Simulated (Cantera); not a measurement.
A diamond (100) surface in a fixed gas of H2 with x(CH4) = 0.0029, x(H) = 0.00023, at 975 K, 0.120 bar; coverages are run to steady state.

Computed with Cantera and the Harris–Goodwin 1993 mechanism for the reconstructed diamond (100) surface.

θ: site fractions in the mechanism's names (c6HH fully hydrogenated, c6H* and c6*H radical sites, c6** diradical, c6HM methylated).

```tsv
x(CH3)	growth (µm/h)	θ c6HH	θ c6H*	θ c6*H	θ c6**	θ c6HM
1e-06	0.0433	0.630	0.0157	0.345	0.00623	0.00202
2.2e-06	0.0950	0.628	0.0156	0.344	0.00621	0.00443
4.8e-06	?	0.624	0.0155	0.342	0.00615	?
1.1e-05	0.463	0.614	0.0153	0.336	0.00602	0.0216
2.3e-05	0.935	0.595	0.0148	0.326	0.00577	0.0436
5.1e-05	1.92	0.557	0.0138	0.304	0.00526	0.0896
0.00011	?	?	?	?	?	?
0.00025	6.23	0.390	0.00950	0.209	0.00311	0.291
0.00054	9.04	0.280	0.00666	0.147	0.00181	0.423
```

Task: Fill in the missing entries.

Result: 
- 4.8e-06, growth (µm/h): 0.206
- 4.8e-06, θ c6HM: 0.00958
- 0.00011, growth (µm/h): 3.60
- 0.00011, θ c6HH: 0.492
- 0.00011, θ c6H*: 0.0121
- 0.00011, θ c6*H: 0.267
- 0.00011, θ c6**: 0.00441
- 0.00011, θ c6HM: 0.168
